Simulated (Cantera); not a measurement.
A perfectly stirred reactor is fed with H₂ : O₂ : N₂ = 0.007 : 1 : 0.77 (molar parts), at 9.00 Torr; it is held at 1275 K, and followed from long to short residence time.

Model: the H2/O2 subset of GRI-Mech 3.0, which has no nitrogen chemistry, integrated in Cantera. Radical loss at walls, strong at low pressure, is not modelled.

Question: What does this change do: H2 0.007 to 0.045 parts?

Answer: 
```
quantity                  before     after
----------------------  --------  --------
x(H₂) at τ = 7.40 s      7.00e-6   3.77e-5
x(O₂) at τ = 7.40 s        0.561     0.544
x(H) at τ = 7.40 s       8.63e-6   5.09e-5
x(H₂O₂) at τ = 7.40 s    3.12e-9   1.64e-8
x(HO₂) at τ = 7.40 s     1.06e-7   3.43e-7
x(H₂) at τ = 0.110 s    0.000101  0.000397
x(O₂) at τ = 0.110 s       0.559     0.536
x(H) at τ = 0.110 s     0.000100   0.00156
x(H₂O₂) at τ = 0.110 s   7.14e-9   3.35e-8
x(HO₂) at τ = 0.110 s    2.79e-7   1.01e-6
```

Question: What does this change do: pressure from 9.00 Torr to 18.0 Torr?

Answer: 
```
quantity                  before    after
----------------------  --------  -------
x(H₂) at τ = 7.40 s      7.00e-6  5.38e-6
x(O₂) at τ = 7.40 s        0.561    0.562
x(H) at τ = 7.40 s       8.63e-6  2.44e-6
x(H₂O₂) at τ = 7.40 s    3.12e-9  3.96e-9
x(HO₂) at τ = 7.40 s     1.06e-7  1.27e-7
x(H₂) at τ = 0.110 s    0.000101  6.57e-5
x(O₂) at τ = 0.110 s       0.559    0.560
x(H) at τ = 0.110 s     0.000100  6.26e-5
x(H₂O₂) at τ = 0.110 s   7.14e-9  1.19e-8
x(HO₂) at τ = 0.110 s    2.79e-7  4.63e-7
```
